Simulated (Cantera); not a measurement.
What does this Cantera script print?

```python
import numpy as np
import cantera as ct

gas_names = """
    SO3 K SO2 O
""".split()
cond_names = """
    K2SO4(a) K2SO4(b) K2SO4(L) K(cr) K(L)
""".split()


# ... load() reads the species with a 1 bar reference pressure and builds the phases ...
species = {s.name: s for s in load("nasa_gas.yaml", gas_names) + load("nasa_condensed.yaml", cond_names)}
# Each term lists the table entries of one substance; the one whose range holds T is used.
reactions = {
    '2 SO3(g) + 2 K(g) = SO2(g) + K2SO4':
        [(-2, ['SO3']), (-2, ['K']), (1, ['SO2']), (1, ['K2SO4(a)', 'K2SO4(b)', 'K2SO4(L)'])],
    'O(g) + SO3(g) + 2 K = K2SO4':
        [(-1, ['O']), (-1, ['SO3']), (-2, ['K(cr)', 'K(L)']), (1, ['K2SO4(a)', 'K2SO4(b)', 'K2SO4(L)'])],
}


def pick(names, T):
    return next(species[n] for n in names if species[n].thermo.min_temp <= T <= species[n].thermo.max_temp)


results = []
for label, terms in reactions.items():
    print(label)
    print("     T/K   dH/kJ  dS/(J/K)   dG/kJ   log10 K")
    for T in [300, 498, 698, 898, 1098, 1298]:
        used = [(nu, pick(names, T)) for nu, names in terms]
        dH = sum(nu * s.thermo.h(T) for nu, s in used) / 1e6
        dS = sum(nu * s.thermo.s(T) for nu, s in used) / 1e3
        dG = dH - T * dS / 1e3
        logK = -dG * 1e6 / (ct.gas_constant * T * np.log(10))
        results.append((label, T, dH, dS, dG, logK, [s.name for _, s in used]))
        print(f"{T:8g} {dH:8.1f} {dS:8.1f} {dG:8.1f} {logK:8.2f}")
```

Output:

```
2 SO3(g) + 2 K(g) = SO2(g) + K2SO4
     T/K   dH/kJ  dS/(J/K)   dG/kJ   log10 K
     300  -1121.0   -410.3   -997.9   173.75
     498  -1114.3   -393.3   -918.4    96.33
     698  -1105.1   -377.9   -841.3    62.96
     898  -1084.6   -352.9   -767.7    44.66
    1098  -1073.3   -341.6   -698.3    33.22
    1298  -1059.2   -329.8   -631.1    25.40
O(g) + SO3(g) + 2 K = K2SO4
     T/K   dH/kJ  dS/(J/K)   dG/kJ   log10 K
     300  -1291.2   -371.7  -1179.7   205.39
     498  -1294.7   -383.0  -1104.0   115.79
     698  -1289.9   -375.0  -1028.1    76.94
     898  -1273.2   -354.8   -954.6    55.52
    1098  -1265.8   -347.4   -884.3    42.07
    1298  -1256.3   -339.5   -815.6    32.82
```

Standard-state values (1 bar) from the NASA 1993 polynomials, evaluated with Cantera. Condensed species are held in their standard states even where they would react or evaporate.
